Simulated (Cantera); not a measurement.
Feed: 1 mol NiS, 24 mol H2, 52 mol N2, equilibrated at 2100 K and 64.0 Pa.

Cantera equilibrium calculation (NASA polynomials, part measured and part estimated; ideal gas, pure solids and liquids). Candidate condensed phases: Ni, NiS, NiS2, Ni3S2, Ni3S4, S; 17 gas species. The numbers say what is thermodynamically allowed, not how fast it happens.

Base state: N2 0.647, H2 0.266, H 0.0635, Ni 0.0124, S 0.00820, SH 0.00159, S2 0.00122, H2S 0.000107 (mole fractions); condensed: gas only.

What changes in the equilibrium state with this change: temperature from 2100 K to 900 K?


| species | before | after |
|---|---|---|
| N2 | 0.647 | 0.684 |
| H2 | 0.266 | 0.311 |
| H2S | 0.000107 | 0.00438 |
| H | 0.0635 | 2.58e-9 |
| Ni | 0.0124 | <1e-9 |
| S | 0.00820 | <1e-9 |
| NiS | 9.14e-5 | <1e-9 |
| SH | 0.00159 | 2.08e-7 |
| S2 | 0.00122 | 1.53e-6 |
| Ni3S2(s), mol | 0 | 0.333 |
